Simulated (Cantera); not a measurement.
A closed system holds: 1 mol FeCl2, 2.3 mol HCl, 6.3 mol N2, equilibrated at 1123.15 K and 0.133 bar.

Method: chemical equilibrium by Gibbs-energy minimisation in Cantera with the NASA 1993 tables (ideal gas, pure condensed phases). Candidate condensed phases: Fe, FeCl2, FeCl3, NH4Cl; 18 gas species. Rates play no part.

Base state: N2 0.658, HCl 0.240, FeCl2 0.0993, Fe2Cl4 0.00229, FeCl3 0.000613, H2 0.000307 (mole fractions); condensed: gas only.

Q: What changes in the equilibrium state with this change: temperature from 1123.15 K to 1375 K?

A: 
```csv
species,before,after
N2,0.658,0.656
HCl,0.240,0.239
FeCl2,0.0993,0.103
Fe2Cl4,0.00229,0.000156
Cl,1.42e-6,0.000108
FeCl3,0.000613,0.000480
H2,0.000307,0.000297
```

Q: What changes in the equilibrium state with this change: temperature from 1123.15 K to 1048.15 K?

A: 
```
species    before     after
-------  --------  --------
N2          0.658     0.660
HCl         0.240     0.240
FeCl2      0.0993    0.0924
Fe2Cl4    0.00229   0.00589
FeCl3    0.000613  0.000636
H2       0.000307  0.000318
```

Q: What changes in the equilibrium state with this change: N2 from 6.3 to 1.9 mol?

A: 
```
species    before    after
-------  --------  -------
HCl         0.240    0.444
N2          0.658    0.368
FeCl2      0.0993    0.178
Fe2Cl4    0.00229  0.00733
FeCl3    0.000613  0.00137
```
